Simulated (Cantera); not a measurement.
An adiabatic, constant-pressure homogeneous reactor starts with CH4 : O2 : N2 = 1 : 2.3 : 8.64 (molar parts), equivalence ratio 0.87, at 1475 K and 1000000 Pa. Integrator tolerance rtol = 1e-08.

Cantera simulation using GRI-Mech 3.0 (53 species, 325 reactions); the numbers are that mechanism's predictions, not measurements.

Problem. What does this change do: initial temperature 1475 to 1150 K?

Solution. 
| quantity | before | after |
|---|---|---|
| time of steepest temperature rise | 0.226 ms | 8.39 ms |
| temperature at 4.00 s | 2819 K | 2647 K |
| equilibrium temperature | 2819 K | 2647 K |
| x(CH4) at 4.00 s | <1e-12 (gas-phase equilibrium <1e-12) | <1e-12 (gas-phase equilibrium <1e-12) |
| x(O2) at 4.00 s | 0.0269 (gas-phase equilibrium 0.0269) | 0.0247 (gas-phase equilibrium 0.0247) |
| x(H) at 4.00 s | 0.00229 (gas-phase equilibrium 0.00229) | 0.000898 (gas-phase equilibrium 0.000898) |
| x(C2H4) at 4.00 s | <1e-12 (gas-phase equilibrium <1e-12) | <1e-12 (gas-phase equilibrium <1e-12) |
| x(NO) at 4.00 s | 0.0128 (gas-phase equilibrium 0.0128) | 0.00958 (gas-phase equilibrium 0.00958) |
| x(HCO) at 4.00 s | 4.23e-8 (gas-phase equilibrium 4.23e-8) | 1.16e-8 (gas-phase equilibrium 1.16e-8) |
| x(CH2CO) at 4.00 s | <1e-12 (gas-phase equilibrium <1e-12) | <1e-12 (gas-phase equilibrium <1e-12) |

Problem. What does this change do: constant volume in place of constant pressure?

Solution. 
```csv
quantity,before,after
time of steepest temperature rise,0.226 ms,0.211 ms
temperature at 4.00 s,2819 K,3030 K
equilibrium temperature,2819 K,3030 K
x(CH4) at 4.00 s,<1e-12 (gas-phase equilibrium <1e-12),<1e-12 (gas-phase equilibrium <1e-12)
x(O2) at 4.00 s,0.0269 (gas-phase equilibrium 0.0269),0.0277 (gas-phase equilibrium 0.0277)
x(H) at 4.00 s,0.00229 (gas-phase equilibrium 0.00229),0.00365 (gas-phase equilibrium 0.00365)
x(C2H4) at 4.00 s,<1e-12 (gas-phase equilibrium <1e-12),<1e-12 (gas-phase equilibrium <1e-12)
x(NO) at 4.00 s,0.0128 (gas-phase equilibrium 0.0128),0.0170 (gas-phase equilibrium 0.0170)
x(HCO) at 4.00 s,4.23e-8 (gas-phase equilibrium 4.23e-8),1.52e-7 (gas-phase equilibrium 1.52e-7)
x(CH2CO) at 4.00 s,<1e-12 (gas-phase equilibrium <1e-12),<1e-12 (gas-phase equilibrium <1e-12)
```
Above 3000 K some thermodynamic fits are extrapolated.
